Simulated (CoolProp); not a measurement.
Saturation properties of nitrogen (Tc = -147.0 °C, pc = 3.396 MPa, ω = 0.037).

Values from CoolProp's reference Helmholtz-energy equation of state, Span 2000.

```json
[
 {"T (°C)": "-173.75", "p (MPa)": "0.7464", "liquid density (kg/m³)": "693.0", "vapour density (kg/m³)": "30.64", "vapour viscosity (µPa s)": "7.37"},
 {"T (°C)": "-172.05", "p (MPa)": "0.8393", "liquid density (kg/m³)": "682.6", "vapour density (kg/m³)": "34.50", "vapour viscosity (µPa s)": "7.54"},
 {"T (°C)": "-170.45", "p (MPa)": "0.9340", "liquid density (kg/m³)": "672.6", "vapour density (kg/m³)": "38.50", "vapour viscosity (µPa s)": "7.72"},
 {"T (°C)": "-168.75", "p (MPa)": "1.043", "liquid density (kg/m³)": "661.5", "vapour density (kg/m³)": "43.19", "vapour viscosity (µPa s)": "7.91"},
 {"T (°C)": "-167.15", "p (MPa)": "1.153", "liquid density (kg/m³)": "650.7", "vapour density (kg/m³)": "48.06", "vapour viscosity (µPa s)": "8.10"},
 {"T (°C)": "-165.45", "p (MPa)": "1.280", "liquid density (kg/m³)": "638.7", "vapour density (kg/m³)": "53.78", "vapour viscosity (µPa s)": "8.31"},
 {"T (°C)": "-163.85", "p (MPa)": "1.407", "liquid density (kg/m³)": "626.8", "vapour density (kg/m³)": "[?]", "vapour viscosity (µPa s)": "8.53"},
 {"T (°C)": "-162.25", "p (MPa)": "1.544", "liquid density (kg/m³)": "614.4", "vapour density (kg/m³)": "66.40", "vapour viscosity (µPa s)": "[?]"},
 {"T (°C)": "-160.55", "p (MPa)": "1.699", "liquid density (kg/m³)": "600.3", "vapour density (kg/m³)": "74.30", "vapour viscosity (µPa s)": "9.02"},
 {"T (°C)": "-158.95", "p (MPa)": "1.855", "liquid density (kg/m³)": "586.2", "vapour density (kg/m³)": "82.69", "vapour viscosity (µPa s)": "9.29"},
 {"T (°C)": "-157.25", "p (MPa)": "2.032", "liquid density (kg/m³)": "570.0", "vapour density (kg/m³)": "92.85", "vapour viscosity (µPa s)": "9.62"},
 {"T (°C)": "-155.65", "p (MPa)": "2.210", "liquid density (kg/m³)": "553.3", "vapour density (kg/m³)": "103.9", "vapour viscosity (µPa s)": "9.96"},
 {"T (°C)": "-153.95", "p (MPa)": "2.411", "liquid density (kg/m³)": "[?]", "vapour density (kg/m³)": "117.6", "vapour viscosity (µPa s)": "10.4"},
 {"T (°C)": "-152.35", "p (MPa)": "2.613", "liquid density (kg/m³)": "512.4", "vapour density (kg/m³)": "133.3", "vapour viscosity (µPa s)": "10.9"},
 {"T (°C)": "-150.65", "p (MPa)": "2.841", "liquid density (kg/m³)": "485.4", "vapour density (kg/m³)": "154.5", "vapour viscosity (µPa s)": "11.6"}
]
```

Task: What belongs in the gaps?

Result: 
- -163.85, vapour density (kg/m³): 59.76
- -162.25, vapour viscosity (µPa s): 8.76
- -153.95, liquid density (kg/m³): 533.6

It boils at -195.8 °C under 1 atm.

Viscosity comes from a separate model (Lemmon 2004).
